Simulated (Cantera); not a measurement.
Charge: 1 mol CuO, a varied amount of H2, held at 1398.15 K and 0.810 bar.

Cantera equilibrium calculation (NASA polynomials, part measured and part estimated; ideal gas, pure solids and liquids). Candidate condensed phases: Cu, CuO, Cu(OH)2, Cu2O, H2O; 12 gas species. The numbers say what is thermodynamically allowed, not how fast it happens.

At 0.32 mol H2, list the 3 most abundant gas species with their mole fractions, and the condensed phases.

H2O 0.780, O2 0.219, OH 9.00e-5. Condensed: Cu2O(s).
